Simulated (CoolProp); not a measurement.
Ethanol at several states: density (kg/m³) from the reference equation and from simpler models built on Tc = 514.7 K, pc = 6268 kPa, ω = 0.644; each cubic takes its own stable root.

Computed with CoolProp (reference Helmholtz-energy equation of state, Schroeder 2014).

```tsv
T (K)	p (kPa)	phase	reference	van der Waals	Redlich-Kwong	Soave-Redlich-Kwong	Peng-Robinson
405.1	275	gas	3.935	3.851	3.878	3.906	3.914
198	17800	liquid	880.3	478.6	704.8	728.1	814.0
490.4	40.9	gas	0.4632	0.4631	0.4633	0.4634	0.4635
449.8	238	gas	2.998	2.979	2.989	2.998	3.003
347.1	385	liquid	741.2	6.454	6.581	627.4	707.6
```

At some of these states van der Waals, Redlich-Kwong gives the other phase, because its saturation line lies elsewhere.
